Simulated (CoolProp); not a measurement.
Computed with CoolProp (reference Helmholtz-energy equation of state, Smukala 2000).

Q: For ethylene, give the phase and the Joule-Thomson coefficient (K/MPa) at 450 K and 8.4 bar; 450 K and 11.2 bar; 450 K and 16.8 bar.

A: 
- 450 K and 8.4 bar: gas; Joule-Thomson coefficient 3.53
- 450 K and 11.2 bar: gas; Joule-Thomson coefficient 3.53
- 450 K and 16.8 bar: gas; Joule-Thomson coefficient 3.51
